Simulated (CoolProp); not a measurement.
The fluid at 293.15 K and 0.157 MPa is compressed adiabatically to 1.02 MPa with isentropic efficiency 0.75. The same conditions are run with several fluids, on thermodynamics alone (safety and materials aside).

Computed with CoolProp (reference Helmholtz-energy equation of state of each fluid (nitrogen: Span 2000; R13: Platzer 1990; isobutane: Bücker 2006)). The equations of Platzer and Polt are older, rougher fits.

Q: Rank nitrogen, R13, isobutane by work (kJ/kg), highest first.

A: nitrogen (287), isobutane (103), R13 (63.7)

| fluid | final temperature (K) | final density (kg/m³) |
|---|---|---|
| nitrogen | 566.7 | 6.04 |
| R13 | 390.3 | 34.1 |
| isobutane | 362.2 | 23.5 |
